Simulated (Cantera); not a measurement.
A perfectly stirred reactor is fed with 2.85 % C₃H₈, 20.4 % O₂, 76.8 % N₂, equivalence ratio 0.70, at 18.0 bar; it is adiabatic with a 300 K inlet, and is followed from long to short residence time, starting on the burning branch (τ in s: 0.11, 0.036, 0.012, 0.0038, 0.0012, 0.0004, 0.00013, 4.2e-05, 1.4e-05).

Model: GRI-Mech 3.0 (53 species, 325 reactions), integrated in Cantera. GRI-Mech 3.0 was tuned for natural gas; its chemistry of propane as a main component is partial and can be far from experiment. The pressure lies above the range GRI-Mech 3.0 was tuned for (to about 10 atm).

Problem. Predict: blow-out, bracketed by the residence times tried; x(C₃H₈) at τ = 0.110 s; x(O₂) at τ = 0.110 s; x(O) at τ = 0.110 s; x(CH₂O) at τ = 0.110 s; x(CH₄) at τ = 0.110 s; x(C₃H₈) at τ = 1.20 ms; x(O₂) at τ = 1.20 ms; x(O) at τ = 1.20 ms; x(CH₂O) at τ = 1.20 ms; x(CH₄) at τ = 1.20 ms.

Solution. blow-out, bracketed by the residence times tried: burning at 0.130 ms, out at 42.0 µs
x(C₃H₈) at τ = 0.110 s: 1.35e-7
x(O₂) at τ = 0.110 s: 0.0593
x(O) at τ = 0.110 s: 1.75e-5
x(CH₂O) at τ = 0.110 s: 1.30e-7
x(CH₄) at τ = 0.110 s: 1.87e-7
x(C₃H₈) at τ = 1.20 ms: 7.21e-6
x(O₂) at τ = 1.20 ms: 0.0601
x(O) at τ = 1.20 ms: 8.70e-5
x(CH₂O) at τ = 1.20 ms: 5.84e-6
x(CH₄) at τ = 1.20 ms: 3.91e-6
